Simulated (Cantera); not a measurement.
Charge: 1 mol toluene, 0.52 mol O2, 0.27 mol N2, held at 2475 K and 3.70 bar.

Method: chemical equilibrium by Gibbs-energy minimisation in Cantera with the NASA 1993 tables (ideal gas, pure condensed phases). Equilibrium is a limit: real reactors are often held back by kinetics, nucleation or transport.

```tsv
species	before	after
H2	0.730	0.749
CO	0.195	0.196
N2	0.0440	0.0492
H	0.01000	0.000855
HCN	0.0119	0.00310
C4H2	2.85e-5	2.41e-7
C2H2 (acetylene)	0.00710	0.000669
HNC	0.00135	0.000183
H2O	1.36e-5	5.81e-5
CH3	7.63e-5	1.87e-5
CH4	0.000308	0.000830
C(graphite), mol	5.81	5.93
```
Gas species are given as mole fractions.

Question: Which change was made?
A. pressure from 3.70 bar to 1 atm
B. temperature from 2475 K to 2023 K
C. temperature from 2475 K to 1498 K
D. O2 from 0.52 to 0.0092 mol

Answer: B, temperature from 2475 K to 2023 K
